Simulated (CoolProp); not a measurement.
Properties of propane at several states (Tc = 96.7 °C, pc = 42.51 bar, ω = 0.152).

Values from CoolProp's reference Helmholtz-energy equation of state, Lemmon 2009.

```json
[
 {"T (°C)": "329.95", "p (bar)": "0.541", "phase": "gas", "Joule-Thomson coefficient (K/MPa)": "2.413", "expansivity (1/kK)": "1.664", "conductivity (mW/(m K))": "65.2", "Prandtl number": "0.701", "fugacity coefficient": "0.9992"},
 {"T (°C)": "112.45", "p (bar)": "2.16", "phase": "gas", "Joule-Thomson coefficient (K/MPa)": "8.035", "expansivity (1/kK)": "2.724", "conductivity (mW/(m K))": "29.1", "Prandtl number": "0.747", "fugacity coefficient": "0.9849"},
 {"T (°C)": "-182.55", "p (bar)": "0.604", "phase": "liquid", "Joule-Thomson coefficient (K/MPa)": "-0.6231", "expansivity (1/kK)": "1.425", "conductivity (mW/(m K))": "207", "Prandtl number": "65.6", "fugacity coefficient": "2.005e-8"},
 {"T (°C)": "-152.85", "p (bar)": "1.7", "phase": "liquid", "Joule-Thomson coefficient (K/MPa)": "-0.6047", "expansivity (1/kK)": "1.450", "conductivity (mW/(m K))": "195", "Prandtl number": "14.9", "fugacity coefficient": "1.868e-5"},
 {"T (°C)": "277.25", "p (bar)": "2.59", "phase": "gas", "Joule-Thomson coefficient (K/MPa)": "3.057", "expansivity (1/kK)": "1.855", "conductivity (mW/(m K))": "55.4", "Prandtl number": "0.717", "fugacity coefficient": "0.9947"}
]
```

Viscosity comes from a separate model (Vogel 1998). Thermal conductivity comes from a separate model (Marsh 2002).
